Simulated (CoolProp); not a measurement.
Model: reference Helmholtz-energy equation of state, Thol 2018, in CoolProp.

**Question.** For hydrogen chloride, give the phase and the Z, cp (kJ/(kg K)), cv (kJ/(kg K)), Joule-Thomson coefficient (K/MPa) at 4.35 °C and 38400 kPa; 215.25 °C and 38400 kPa.

**Answer.** 
- 4.35 °C and 38400 kPa: liquid; Z 0.589, cp 1.62, cv 0.900, Joule-Thomson coefficient -0.204
- 215.25 °C and 38400 kPa: supercritical; Z 0.782, cp 1.57, cv 0.693, Joule-Thomson coefficient 1.61
